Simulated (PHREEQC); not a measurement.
Make-up at 25 °C: 0.019 mol CdCl2 and 0.0081 mol NaCl per kg of water. Closed to the air; pH follows from the charge balance.

Model: ion-association model, phreeqc.dat, run in PHREEQC.

| Item | Value |
|---|---|
| pH | 5.73 |
| ionic strength | 0.0403 mol/kgw |

| species | molality | activity | log γ |
|---|---|---|---|
| Cl- | 0.0332 | 0.0275 | -0.082 |
| CdCl+ | 0.0108 | 0.00902 | -0.079 |
| Na+ | 0.00810 | 0.00678 | -0.077 |
| Cd+2 | 0.00713 | 0.00344 | -0.316 |
| CdCl2 | 0.00102 | 0.00103 | 0.004 |
| CdCl3- | 2.15e-5 | 1.79e-5 | -0.079 |
| H+ | 2.17e-6 | 1.87e-6 | -0.064 |
| CdOHCl | 1.97e-6 | 1.99e-6 | 0.004 |
| CdOH+ | 1.83e-7 | 1.53e-7 | -0.079 |
| Cd2OH+3 | 1.32e-8 | 2.57e-9 | -0.712 |
| OH- | 6.54e-9 | 5.40e-9 | -0.083 |

Precipitation was switched off in this run.
